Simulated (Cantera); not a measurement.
Catalytic combustion on Pt

An isothermal plug-flow reactor at 1075 K and 0.987 atm (inlet), inlet velocity 4.1 m/s, active area per volume 2800 1/m; feed 0.315 % CH₄, 10.7 % O₂, 89.0 % N₂.

Model: Deutschmann's 1995 Pt surface mechanism with GRI-Mech 3.0 gas chemistry, integrated in Cantera. Catalytic surfaces can have several steady states; this one follows from the mechanism file's or the stated starting coverage. Mass transfer to the wall is taken as infinitely fast.

```
z (m)       x CH₄   x O₂     x H₂O     x CO₂     x CO  θ free Pt   θ O*     θ OH*
-------  --------  -----  --------  --------  -------  ---------  -----  --------
0.00047   0.00300  0.107  0.000307  0.000151  2.20e-6      0.276  0.723  0.000297
0.001     0.00284  0.106  0.000635  0.000315  2.08e-6      0.276  0.723  0.000411
0.0022    0.00250  0.106   0.00131  0.000655  1.83e-6      0.277  0.723  0.000580
0.0047    0.00191  0.105   0.00248   0.00124  1.41e-6      0.277  0.722  0.000790
0.01      0.00108  0.103   0.00413   0.00206  7.98e-7      0.278  0.721   0.00102
0.022    0.000296  0.101   0.00570   0.00285  2.20e-7      0.278  0.721   0.00119
0.047     1.96e-5  0.101   0.00625   0.00312  1.63e-8      0.278  0.720   0.00125
```
x: gas mole fraction; θ: surface coverage.
